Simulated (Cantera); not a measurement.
Charge: 1 mol Fe(CO)5, 16 mol N2, held at 1050 K and 86.0 mbar.

Equilibrium computed with Cantera from the NASA thermochemical tables; the gas is ideal and each condensed phase is pure. Condensed phases not in the tables: cementite and carbon dissolved in iron. Kinetics and transport are ignored.

| species | before | after |
|---|---|---|
| N2 | 0.763 | 0.762 |
| CO | 0.236 | 0.238 |
| CO2 | 0.00103 | 1.11e-5 |
| C(graphite), mol | 0.0215 | 0 |
| Fe(α), mol | 1.00 | 0 |
| Fe(γ), mol | 0 | 1.000 |
Gas species are given as mole fractions.

Name the change that produced these shifts.
A) N2 from 16 to 1 mol
B) N2 from 16 to 0.16 mol
C) temperature from 1050 K to 1373.15 K
D) N2 from 16 to 0.84 mol

C, temperature from 1050 K to 1373.15 K
